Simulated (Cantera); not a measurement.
## Roasting and sulfation: FeS + SO3 + N2

Feed: 1 mol FeS, 0.31 mol SO3, a varied amount of N2, held at 623.15 K and 0.100 bar.

Cantera equilibrium calculation (NASA polynomials, part measured and part estimated; ideal gas, pure solids and liquids). Candidate condensed phases: Fe, FeO, FeS, FeSO4, FeS2, Fe2O3, Fe2(SO4)3, Fe3O4, S; 19 gas species. Rates play no part.

```tsv
n(N2) (mol)	x N2	x SO2	x S2	x S2O	n FeS2(s)	n Fe2O3(s)	n Fe3O4(s)
2.6	0.945	0.0545	4.77e-6	1.05e-6	0.580	0.210	0
3.2	0.955	0.0448	4.29e-6	8.75e-7	0.580	0.210	0
4	0.964	0.0361	3.81e-6	7.20e-7	0.580	0.210	0
4.9	0.969	0.0312	3.52e-6	6.30e-7	0.576	0.147	0.0435
6.1	0.972	0.0281	3.34e-6	5.75e-7	0.567	0	0.144
7.6	0.977	0.0227	3.00e-6	4.76e-7	0.567	0	0.144
9.5	0.982	0.0182	2.69e-6	3.93e-7	0.567	0	0.144
12	0.986	0.0145	2.40e-6	3.22e-7	0.567	0	0.144
15	0.988	0.0116	2.15e-6	2.65e-7	0.567	0	0.144
18	0.990	0.00970	1.96e-6	2.27e-7	0.567	0	0.144
23	0.992	0.00760	1.74e-6	1.83e-7	0.567	0	0.144
```
x: gas mole fraction; n: condensed amount in mol.

From 2.6 mol N2 to 4 mol N2 the condensed part is FeS2(s) + Fe2O3(s). At 4.9 mol N2 the condensed part is FeS2(s) + Fe2O3(s) + Fe3O4(s). From 6.1 mol N2 to 23 mol N2 the condensed part is FeS2(s) + Fe3O4(s).
